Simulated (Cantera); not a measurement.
Charge: 1 mol SiHCl₃, 3.1 mol N₂, 26 mol NH₃, equilibrated at 91.0 Pa.

Method: chemical equilibrium by Gibbs-energy minimisation in Cantera with the NASA 1993 tables (ideal gas, pure condensed phases). Candidate condensed phases: NH₄Cl, Si, Si₃N₄; 28 gas species. Equilibrium is a limit: real reactors are often held back by kinetics, nucleation or transport.

Over these rows the condensed part is Si₃N₄(s). Partial pressures as log10 of bar:

```
T (K)  1000/T (1/K)  log p SiCl₂  log p H₂  log p N₂  log p HCl
-----  ------------  -----------  --------  --------  ---------
1048         0.9542        -9.34     -3.21     -3.60      -4.32
1148         0.8711            ?     -3.21     -3.60      -4.32
1248         0.8013        -7.23     -3.21     -3.60      -4.32
1348         0.7418        -6.43     -3.21     -3.60      -4.32
1448         0.6906        -5.78     -3.21     -3.60      -4.35
1548         0.6460        -5.32     -3.21     -3.60      -4.42
```

Question: Fit log p(SiCl₂) = a + b·(1000/T) to the five rows, give the apparent enthalpy, and predict the row at 1148 K.

Answer: Means: 1000/T = 0.7668, log p = -6.820. Sxy = -0.756591, Sxx = 0.0573331, so b = -13.20 and a = -6.820 − (-13.20)×0.7668 = 3.30.
Apparent enthalpy: −19.145 × (-13.20) = 253 kJ/mol. With the condensed phases at unit activity, 1/3 Si₃N₄(s) + 2 HCl(g) = SiCl₂(g) + H₂(g) + 2/3 N₂(g) links this pressure to the main gases: over the six rows their terms move log p by -0.20 in all, so the slope is close to that reaction's ΔH°. The five rows lie within 0.09 of the line.
Prediction at 1148 K: 3.30 + (-13.20)×0.8711 = -8.20. The computed value is -8.19, 0.01 from the line.
